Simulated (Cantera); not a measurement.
A closed system holds: 1 mol Cu₂O, 0.53 mol H₂, at 1775 K and 1 atm.

Method: chemical equilibrium by Gibbs-energy minimisation in Cantera with the NASA 1993 tables (ideal gas, pure condensed phases). Candidate condensed phases: Cu, CuO, Cu(OH)₂, Cu₂O, H₂O; 12 gas species. Each liquid is taken as pure. Mutual solubility and eutectic melting of coexisting phases are not modelled. Equilibrium is a limit: real reactors are often held back by kinetics, nucleation or transport.

Base state: H₂O 0.996, O₂ 0.00236, H₂ 0.000866, OH 0.000606, Cu 0.000399 (mole fractions); condensed: Cu(l) + Cu₂O(l).

### Question
What changes in the equilibrium state with this change: temperature from 1775 K to 1073.15 K?

### Answer
```csv
species,before,after
H₂O,0.996,1.000
H₂,0.000866,1.65e-5
OH,0.000606,1.29e-8
O₂,0.00236,1.61e-9
Cu,0.000399,<1e-9
"Cu(l), mol",1.06,0
"Cu₂O(l), mol",0.468,0
"Cu(s), mol",0,1.06
"Cu₂O(s), mol",0,0.470
```

### Question
What changes in the equilibrium state with this change: pressure from 1 atm to 0.270 bar?

### Answer
| species | before | after |
|---|---|---|
| H₂O | 0.996 | 0.988 |
| O₂ | 0.00236 | 0.00887 |
| Cu | 0.000399 | 0.00150 |
| O | 4.62e-6 | 1.73e-5 |
| OH | 0.000606 | 0.00117 |
| H | 8.46e-6 | 1.63e-5 |
| H₂ | 0.000866 | 0.000858 |
| Cu(l), mol | 1.06 | 1.08 |
| Cu₂O(l), mol | 0.468 | 0.461 |
